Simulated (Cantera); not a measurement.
What does this Cantera script print?

```python
import numpy as np
import cantera as ct

gas = ct.Solution("gri30.yaml")
gas.TPX = 450, 100000, {'CH3OH': 1, 'O2': 3.19, 'N2': 12}
inlet = ct.Reservoir(gas, clone=True)
gas.equilibrate("HP")  # start burning
reactor = ct.IdealGasConstPressureReactor(gas, energy="on", clone=False)
exhaust = ct.Reservoir(gas, clone=True)
tau = [0.24, 0.076, 0.024, 0.0075, 0.0023, 0.00073, 0.00023, 7.2e-05, 2.2e-05, 7e-06][0]
for a, b in ((inlet, reactor), (reactor, exhaust)):
    ct.MassFlowController(a, b, mdot=lambda t: reactor.mass / tau)
net = ct.ReactorNet([reactor])
show = ['CH3OH', 'O2', 'NO', 'HO2', 'OH', 'NO2', 'H']

rows = []
print(f"{'tau/s':>10s}{'T/K':>9s}" + "".join(f"{s:>11s}" for s in show))
for tau in [0.24, 0.076, 0.024, 0.0075, 0.0023, 0.00073, 0.00023, 7.2e-05, 2.2e-05, 7e-06]:
    net.initial_time = 0.0
    net.advance(30 * tau)
    before = gas.X
    net.advance(40 * tau)
    drift = np.max(np.abs(gas.X - before) / (gas.X + 1e-9))
    rows.append([gas.T, *gas[show].X, drift])
    print(f"{tau:10.3e}{gas.T:9.1f}" + "".join(f"{x:11.3e}" for x in gas[show].X))
```

It prints:

```
     tau/s      T/K      CH3OH         O2         NO        HO2         OH        NO2          H
 2.400e-01   1596.3  4.032e-06  1.012e-01  2.940e-06  2.481e-06  4.976e-04  1.837e-08  3.323e-06
 7.600e-02   1592.8  8.773e-06  1.013e-01  2.613e-06  5.312e-06  6.878e-04  1.810e-08  9.402e-06
 2.400e-02   1586.1  1.903e-05  1.015e-01  1.986e-06  1.142e-05  9.352e-04  1.385e-08  2.626e-05
 7.500e-03   1571.7  4.268e-05  1.020e-01  1.248e-06  2.497e-05  1.212e-03  8.471e-09  6.930e-05
 2.300e-03   1536.8  1.139e-04  1.039e-01  5.754e-07  6.149e-05  1.329e-03  4.663e-09  1.508e-04
 7.300e-04    450.0  6.177e-02  1.970e-01  1.975e-23  1.521e-19  4.094e-33  1.083e-21  1.307e-33
 2.300e-04    450.0  6.177e-02  1.970e-01  2.449e-26  1.886e-22 -2.489e-35  1.343e-24  1.623e-35
 7.200e-05    450.0  6.177e-02  1.970e-01  1.547e-27  1.191e-23  1.114e-37  8.484e-26 -1.280e-36
 2.200e-05    450.0  6.177e-02  1.970e-01  9.771e-29  7.524e-25  1.585e-36  5.359e-27  7.054e-37
 7.000e-06    450.0  6.177e-02  1.970e-01  6.172e-30  4.753e-26  1.387e-36  3.385e-28  5.650e-37
```

Cantera simulation using GRI-Mech 3.0 (53 species, 325 reactions); the numbers are that mechanism's predictions, not measurements. GRI-Mech 3.0 was tuned for natural gas; its chemistry of methanol as a main component is partial and can be far from experiment.
